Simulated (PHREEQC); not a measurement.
Dissolve 1.5 mol/kgw HCl, 0.078 mol/kgw MnCl2 and 2.6e-05 mol/kgw H4SiO4 at 25 °C. Closed to the air; pH follows from the charge balance.

Model: Pitzer model, pitzer.dat, run in PHREEQC.

Problem. The ionic strength comes out as 1.73 mol/kgw. What activity coefficients do Cl-, H+, Mn+2 get?

Solution. Cl- 0.58, H+ 1.4, Mn+2 0.45. Single-ion values are on the MacInnes scale.

No solid was allowed to form. In brines, pH and single-ion activities rest on the MacInnes convention.
